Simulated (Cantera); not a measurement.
Charge: 1 mol Ti, 0.16 mol H2O, held at 1802 °C and 7.00 mbar.

These are equilibrium values from Cantera (NASA tables, ideal gas, pure condensed phases), not measurements of a reactor. Candidate condensed phases: H2O, Ti, TiO, TiO2, Ti2O3, Ti3O5, Ti4O7; 12 gas species. Each liquid is taken as pure. Mutual solubility and eutectic melting of coexisting phases are not modelled. TiO: taken at fixed stoichiometry. Condensed phases not in the tables: N, O or C dissolved in the metal. Equilibrium is a limit: real reactors are often held back by kinetics, nucleation or transport.

Base state: H2 0.965, H 0.0313, Ti 0.00367, TiO 0.000314 (mole fractions); condensed: Ti(l) + TiO(l).

**Question.** What changes in the equilibrium state with this change: 0.0014 mol Cl2 added?

**Answer.** 
| species | before | after |
|---|---|---|
| H2 | 0.965 | 0.950 |
| H | 0.0313 | 0.0310 |
| HCl | 0 | 0.00824 |
| TiCl | 0 | 0.00393 |
| TiCl2 | 0 | 0.00226 |
| Cl | 0 | 0.000198 |
| TiCl3 | 0 | 2.91e-5 |
| Ti | 0.00367 | 0.00367 |
| TiO | 0.000314 | 0.000314 |
| Ti(l), mol | 0.839 | 0.838 |
| TiO(l), mol | 0.160 | 0.160 |
The tables' values for TiCl2 are old estimates; treat these amounts as uncertain. Further candidate phases: TiCl2, TiCl3, TiCl4.
